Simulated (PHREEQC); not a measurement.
A solution holds 2.1 mmol/kgw CsOH, 1.5 mmol/kgw H4SiO4 and 1.2 mmol/kgw K3PO4, at 25 °C. Closed to the air; pH follows from the charge balance.

Model: ion-association model, wateq4f.dat, run in PHREEQC.

No solid was allowed to form.

**Question.** Order these P species by the share of P that they hold, largest first: PO4-3, HPO4-2, KHPO4-.

**Answer.** HPO4-2 (90 %), PO4-3 (9.8 %), KHPO4- (0.44 %)

**Question.** Order these Si species by the share of Si that they hold, largest first: H4SiO4, H2SiO4-2, H3SiO4-.

**Answer.** H3SiO4- (95 %), H4SiO4 (3.7 %), H2SiO4-2 (1.3 %)

The pH is 11.20 and the ionic strength 0.00714 mol/kgw. H3PO4, which wateq4f.dat lacks, is added to it with the constant of phreeqc.dat.
